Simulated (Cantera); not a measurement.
# Thermal oxidation and active oxidation of silicon: Si + N2O + H2

A closed system holds: 1 mol Si, 0.16 mol N2O, a varied amount of H2, equilibrated at 0.180 Torr.

Method: chemical equilibrium by Gibbs-energy minimisation in Cantera with the NASA 1993 tables (ideal gas, pure condensed phases). Candidate condensed phases: H2O, Si, SiO2, Si2N2O, Si3N4; 35 gas species. Mutual solubility and eutectic melting of coexisting phases are not modelled. The numbers say what is thermodynamically allowed, not how fast it happens.

Stable condensed phases:

```
T in K \ n(H2) in mol
         1.5 2.7   5 9.2  17  31  56
   1848    A   A   A   A   A   B   B
   1798    A   A   A   A   A   A   A
   1748    A   A   A   A   A   A   A
   1698    A   A   A   A   A   A   A
   1648    A   A   A   A   A   A   A
   1598    A   A   A   A   A   A   A
   1548    C   A   A   A   A   A   A
   1498    C   C   C   A   A   A   A
   1448    C   C   C   C   C   A   A
   1398    C   C   C   C   C   C   C
```

A: Si; B: gas only; C: Si + Si2N2O.
